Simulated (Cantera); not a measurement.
Charge: 1 mol PbO, 1.1 mol H2, 0.17 mol H2O, equilibrated at 0.100 bar.

These are equilibrium values from Cantera (NASA tables, ideal gas, pure condensed phases), not measurements of a reactor. Candidate condensed phases: H2O, Pb, PbO, PbO2, Pb3O4; 12 gas species. Gases not in the tables: (PbO)n polymers. The numbers say what is thermodynamically allowed, not how fast it happens.

x: gas mole fraction; n: condensed amount in mol.

```
T (K)  x H2O      x Pb    x H2     x PbO     x Pb2       x H  n Pb(l)
-----  -----  --------  ------  --------  --------  --------  -------
973    0.921   8.75e-5  0.0787   1.89e-9  1.82e-10  9.59e-10    1.000
1023   0.921  0.000267  0.0787   1.20e-8   1.17e-9   3.67e-9    1.000
1073   0.921  0.000731  0.0787   6.44e-8   6.34e-9   1.24e-8    0.999
1123   0.920         …  0.0786         …         …         …    0.998
1173   0.917   0.00422  0.0784   1.20e-6   1.19e-7   1.04e-7    0.995
1223   0.913         …  0.0780         …         …         …    0.988
1273   0.904    0.0184  0.0773   1.41e-5   1.38e-6   6.27e-7    0.976
1323   0.889    0.0352  0.0760   4.18e-5   4.07e-6   1.38e-6    0.954
1373   0.862    0.0641  0.0738  0.000115   1.11e-5   2.86e-6    0.913
1423   0.817     0.112  0.0702  0.000292   2.80e-5   5.56e-6    0.839
1473   0.746     0.188  0.0645  0.000694   6.62e-5   1.02e-5    0.704
1523   0.637     0.306  0.0561   0.00154  0.000148   1.73e-5    0.437
```

Task: Some entries are withheld; supply them.

Result: 
- 1223, x Pb: 0.00908
- 1223, x PbO: 4.32e-6
- 1223, x Pb2: 4.26e-7
- 1223, x H: 2.66e-7
- 1123, x Pb: 0.00183
- 1123, x PbO: 2.97e-7
- 1123, x Pb2: 2.93e-8
- 1123, x H: 3.78e-8
